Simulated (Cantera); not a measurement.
A Cantera script and what it prints.

```python
import numpy as np
import cantera as ct

gas_names = """
    Fe H H2 H2S N NH NH2 NH3 N2 N2H2 N2H4 S SH SN S2 S8
""".split()
cond_names = """
    Fe(a) Fe(c) Fe(d) Fe(L) FeS(a) FeS(b) FeS(c) FeS(L) FeS2(s) S(cr1) S(cr2) S(L)
""".split()


# ... load() reads the species with a 1 bar reference pressure and builds the phases ...
atoms = {
    'FeS': {'Fe': 1, 'S': 1},
    'H2': {'H': 2},
    'N2': {'N': 2},
}
top_T = {'FeS2(s)': 1010}  # K; cautious upper limits of use, not melting points


# ... equilibrate(T, P, feed) seeds the gas with the atoms and calls Mixture.equilibrate('TP', solver="vcs", rtol=1e-11, max_steps=5000) ...
results = []
feed = {'FeS': 1, 'H2': 81, 'N2': 32}  # mol
T = 1798  # K
P = 84  # Pa
mix = equilibrate(T, P, feed)
results.append((T, P, feed, dict(zip(mix.species_names, mix.species_moles))))
print(gas.report(threshold=1e-05))
for i in range(1, mix.n_phases):
    print(f"{mix.phase(i).name:16s} {mix.phase_moles(i):12.5e} mol")
```

It prints:

```
       temperature   1798 K
          pressure   84 Pa
           density   5.603e-05 kg/m^3
  mean mol. weight   9.9715 kg/kmol
   phase of matter   gas

                          1 kg             1 kmol
                     ---------------   ---------------
          enthalpy        5.3518e+06        5.3365e+07  J
   internal energy        3.8526e+06        3.8416e+07  J
           entropy             26875        2.6799e+05  J/K
    Gibbs function        -4.297e+07       -4.2848e+08  J
 heat capacity c_p            3397.4             33878  J/K
 heat capacity c_v            2563.6             25563  J/K

                      mass frac. Y      mole frac. X     chem. pot. / RT
                     ---------------   ---------------   ---------------
                Fe           0.04866         0.0086887           -8.5528
                 H         0.0010251           0.01014           -13.295
                H2           0.14087           0.69678            -26.59
               H2S         0.0036283         0.0010617           -44.645
                N2           0.78112           0.27804           -34.949
                 S         0.0039138         0.0012173           -18.055
                SH         0.0057976         0.0017482            -31.35
                S2          0.014986         0.0023306            -36.11
     [   +8 minor]         9.273e-07         2.063e-07

Fe(d)             0.00000e+00 mol
FeS(L)            0.00000e+00 mol
S(L)              0.00000e+00 mol
```

Method: chemical equilibrium by Gibbs-energy minimisation in Cantera with the NASA 1993 tables (ideal gas, pure condensed phases).
